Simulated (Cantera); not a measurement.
Cantera run:

```python
import numpy as np
import cantera as ct

gas_names = [...]  # 95 gases of nasa_gas.yaml made of C, F, H
cond_names = """
    C(gr) C6H6(L) C7H8(L) C8H18(L),n-octa
""".split()


# ... load() reads the species with a 1 bar reference pressure and builds the phases ...
atoms = {
    'CHF3': {'C': 1, 'H': 1, 'F': 3},
    'H2': {'H': 2},
}
top_T = {'C(gr)': 4500}  # K; cautious upper limits of use, not melting points


# ... equilibrate(T, P, feed) seeds the gas with the atoms and calls Mixture.equilibrate('TP', solver="vcs", rtol=1e-11, max_steps=5000) ...
results = []
T = 2075  # K
P = 7600  # Pa
for m in [0.71, 0.94, 1.2, 1.6, 2.2, 2.8, 3.8, 5, 6.5]:
    feed = {'CHF3': 1, 'H2': m}  # mol
    mix = equilibrate(T, P, feed)
    results.append((T, P, feed, dict(zip(mix.species_names, mix.species_moles))))
    x = sorted(zip(gas.X, gas.species_names), reverse=True)
    print(f"T = {T:g} K  P = {P:g} Pa  n(H2) = {m:g} mol  gas = {mix.phase_moles(0):.4g} mol")
    print("   x: " + "  ".join(f"{s} {v:.3e}" for v, s in x if v > 1e-06))
    print("   condensed (mol): " + ("  ".join(f"{mix.phase(i).name} {mix.phase_moles(i):.4g}"
          for i in range(1, mix.n_phases) if mix.phase_moles(i) > 1e-12) or "none"))
```

It prints:

```
T = 2075 K  P = 7600 Pa  n(H2) = 0.71 mol  gas = 2.6 mol
   x: HF 9.307e-01  CF4 4.546e-02  CF2 1.568e-02  F 7.179e-03  CF3 8.870e-04  CF 4.757e-05  H 6.675e-06  CHF3 6.412e-06
   condensed (mol): C(gr) 0.8386
T = 2075 K  P = 7600 Pa  n(H2) = 0.94 mol  gas = 2.928 mol
   x: HF 9.835e-01  CF4 6.127e-03  CF2 5.756e-03  F 4.350e-03  CF3 1.973e-04  CF 2.883e-05  H 1.164e-05  CHF3 2.488e-06  H2 1.452e-06
   condensed (mol): C(gr) 0.9645
T = 2075 K  P = 7600 Pa  n(H2) = 1.2 mol  gas = 3.204 mol
   x: HF 9.363e-01  H2 6.116e-02  H 2.390e-03  C2H2,acetylene 7.589e-05  F 2.017e-05
   condensed (mol): C(gr) 0.9995
T = 2075 K  P = 7600 Pa  n(H2) = 1.6 mol  gas = 3.607 mol
   x: HF 8.317e-01  H2 1.642e-01  H 3.915e-03  C2H2,acetylene 2.037e-04  F 1.094e-05
   condensed (mol): C(gr) 0.9985
T = 2075 K  P = 7600 Pa  n(H2) = 2.2 mol  gas = 4.211 mol
   x: HF 7.124e-01  H2 2.821e-01  H 5.131e-03  C2H2,acetylene 3.500e-04  F 7.148e-06  CH4 2.119e-06
   condensed (mol): C(gr) 0.997
T = 2075 K  P = 7600 Pa  n(H2) = 2.8 mol  gas = 4.814 mol
   x: HF 6.232e-01  H2 3.705e-01  H 5.881e-03  C2H2,acetylene 4.597e-04  F 5.455e-06  CH4 3.656e-06  CH3 1.136e-06
   condensed (mol): C(gr) 0.9955
T = 2075 K  P = 7600 Pa  n(H2) = 3.8 mol  gas = 5.819 mol
   x: HF 5.155e-01  H2 4.772e-01  H 6.675e-03  C2H2,acetylene 5.921e-04  CH4 6.066e-06  F 3.976e-06  CH3 1.661e-06
   condensed (mol): C(gr) 0.9931
T = 2075 K  P = 7600 Pa  n(H2) = 5 mol  gas = 7.025 mol
   x: H2 5.650e-01  HF 4.270e-01  H 7.263e-03  C2H2,acetylene 7.010e-04  CH4 8.503e-06  F 3.027e-06  CH3 2.139e-06
   condensed (mol): C(gr) 0.9901
T = 2075 K  P = 7600 Pa  n(H2) = 6.5 mol  gas = 8.533 mol
   x: H2 6.399e-01  HF 3.516e-01  H 7.729e-03  C2H2,acetylene 7.939e-04  CH4 1.091e-05  CH3 2.578e-06  F 2.342e-06
   condensed (mol): C(gr) 0.9863
```

Method: chemical equilibrium by Gibbs-energy minimisation in Cantera with the NASA 1993 tables (ideal gas, pure condensed phases). Gases not in the tables: C2F6 and larger saturated fluorocarbons.
